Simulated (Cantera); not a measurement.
A closed system holds: 1 mol SiCl4, 10 mol NH3, 2.1 mol H2, equilibrated at 1073.15 K and 0.000600 bar.

These are equilibrium values from Cantera (NASA tables, ideal gas, pure condensed phases), not measurements of a reactor. Candidate condensed phases: NH4Cl, Si, Si3N4; 28 gas species. The tables' values for SiCl3 are old estimates; treat these amounts as uncertain. Rates play no part.

Base state: H2 0.645, N2 0.185, HCl 0.170, SiCl4 0.000120, SiCl2 1.87e-5, SiCl3 1.19e-5 (mole fractions); condensed: Si3N4(s).

Question: What changes in the equilibrium state with this change: SiCl4 replaced by trisilylamine?

Answer: 
```json
[
 {"species": "H2", "before": "0.645", "after": "0.861"},
 {"species": "N2", "before": "0.185", "after": "0.139"},
 {"species": "HCl", "before": "0.170", "after": "0"},
 {"species": "SiCl4", "before": "0.000120", "after": "0"},
 {"species": "SiCl2", "before": "1.87e-5", "after": "0"},
 {"species": "SiCl3", "before": "1.19e-5", "after": "0"},
 {"species": "Si3N4(s), mol", "before": "0.332", "after": "1.00"}
]
```
The feed counts by its element totals alone.
